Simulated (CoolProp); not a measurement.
The fluid at 298.15 K and 6.23 MPa is throttled through a valve to 3.35 MPa with no heat exchange. The same conditions are run with several fluids, on thermodynamics alone (safety and materials aside).

The numbers come from the reference Helmholtz-energy equation of state of each fluid (the fluoroketone C6F12O (FK-5-1-12): McLinden 2015; water: Wagner 2002; cyclopentane: Gedanitz 2015; R404A: Lemmon 2003; sulfur hexafluoride: Guder 2009) in CoolProp. Blends and air are pseudo-pure fits.

Problem. Rank the fluoroketone C6F12O (FK-5-1-12), water, cyclopentane, R404A, sulfur hexafluoride by temperature change (K), highest first.

Solution. cyclopentane (+1.3), the fluoroketone C6F12O (FK-5-1-12) (+0.8), water (+0.6), R404A (-0.3), sulfur hexafluoride (-1.5)

| fluid | final density (kg/m³) |
|---|---|
| the fluoroketone C6F12O (FK-5-1-12) | 1620 |
| water | 998 |
| cyclopentane | 742 |
| R404A | 1070 |
| sulfur hexafluoride | 1400 |
